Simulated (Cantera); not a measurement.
Input: 1 mol MgO, 0.78 mol C, a varied amount of H₂, equilibrated at 0.00690 bar.

Cantera equilibrium calculation (NASA polynomials, part measured and part estimated; ideal gas, pure solids and liquids). Candidate condensed phases: C, C₆H₆, C₇H₈, C₈H₁₈, H₂O, Mg, MgCO₃, MgO, Mg(OH)₂; 116 gas species. Rates play no part.

Stable condensed phases, one row left out:

```
T in K \ n(H₂) in mol
         0.17 0.25 0.35  0.5 0.72    1  1.5
   2725     A    A    A    A    A    A    A
   2625     A    A    A    A    A    A    A
   2525     A    A    A    A    A    A    A
   2425     B    B    A    A    A    A    A
   2325     B    B    B    B    B    A    A
   2125     B    B    B    B    B    B    B
   2025     B    B    B    B    B    B    B
   1925     B    B    B    B    B    B    B
   1825     B    B    B    B    B    B    B
   1725     B    B    B    B    B    B    B
   1625     B    B    B    B    B    B    B
```

A: gas only; B: MgO.

### Question
Give the row for 2225 K.

### Answer
0.17: MgO; 0.25: MgO; 0.35: MgO; 0.5: MgO; 0.72: MgO; 1: MgO; 1.5: MgO.
